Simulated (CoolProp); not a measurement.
Saturation properties of carbon monoxide (Tc = 132.9 K, pc = 3.498 MPa, ω = 0.050).

Model: reference Helmholtz-energy equation of state, Lemmon 2006, in CoolProp. It is a short technical equation, of lower accuracy than the large ones.

```json
[
 {"T (K)": "95", "p (MPa)": "0.3686", "vapour density (kg/m³)": "14.57", "enthalpy of vaporisation (kJ/kg)": "193.7", "surface tension (mN/m)": "6.73"},
 {"T (K)": "98", "p (MPa)": "0.4681", "vapour density (kg/m³)": "18.32", "enthalpy of vaporisation (kJ/kg)": "188.2", "surface tension (mN/m)": "6.12"},
 {"T (K)": "100.9", "p (MPa)": "0.5815", "vapour density (kg/m³)": "22.62", "enthalpy of vaporisation (kJ/kg)": "182.4", "surface tension (mN/m)": "5.54"},
 {"T (K)": "103.8", "p (MPa)": "0.7136", "vapour density (kg/m³)": "27.69", "enthalpy of vaporisation (kJ/kg)": "176.2", "surface tension (mN/m)": "4.97"},
 {"T (K)": "106.7", "p (MPa)": "0.8661", "vapour density (kg/m³)": "33.65", "enthalpy of vaporisation (kJ/kg)": "169.5", "surface tension (mN/m)": "4.40"},
 {"T (K)": "109.6", "p (MPa)": "1.041", "vapour density (kg/m³)": "40.68", "enthalpy of vaporisation (kJ/kg)": "162.1", "surface tension (mN/m)": "3.85"},
 {"T (K)": "112.6", "p (MPa)": "1.246", "vapour density (kg/m³)": "49.29", "enthalpy of vaporisation (kJ/kg)": "153.8", "surface tension (mN/m)": "3.28"},
 {"T (K)": "115.5", "p (MPa)": "1.471", "vapour density (kg/m³)": "59.21", "enthalpy of vaporisation (kJ/kg)": "144.9", "surface tension (mN/m)": "2.75"},
 {"T (K)": "118.4", "p (MPa)": "1.724", "vapour density (kg/m³)": "71.12", "enthalpy of vaporisation (kJ/kg)": "135.0", "surface tension (mN/m)": "2.23"},
 {"T (K)": "121.3", "p (MPa)": "2.007", "vapour density (kg/m³)": "85.69", "enthalpy of vaporisation (kJ/kg)": "123.6", "surface tension (mN/m)": "1.72"},
 {"T (K)": "124.2", "p (MPa)": "2.323", "vapour density (kg/m³)": "104.0", "enthalpy of vaporisation (kJ/kg)": "110.3", "surface tension (mN/m)": "1.24"}
]
```

It boils at 81.6 K under 1 atm.

Surface tension comes from a separate correlation (Mulero 2012).
